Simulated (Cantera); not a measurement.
Cantera with NASA thermochemical tables; ideal gases at 1 bar, condensed phases pure. Values are per mole of reaction as written; species without (g) are pure solids or liquids, kept so even where they would boil at 1 bar.

Question: Between 625 and 1975 K, where is each reaction favourable under standard conditions?
- 7 C2H6(g) + 4 SiO(g) = C6H6(g) + 4 C2H5OH(g) + 4 SiH3(g)

Answer: 
- 7 C2H6(g) + 4 SiO(g) = C6H6(g) + 4 C2H5OH(g) + 4 SiH3(g): ΔG° is 1086 kJ at 625 K and 1264 kJ at 1975 K; it stays positive (K < 1). ΔH° is 1041 kJ and ΔS° -112 J/K at 1975 K.
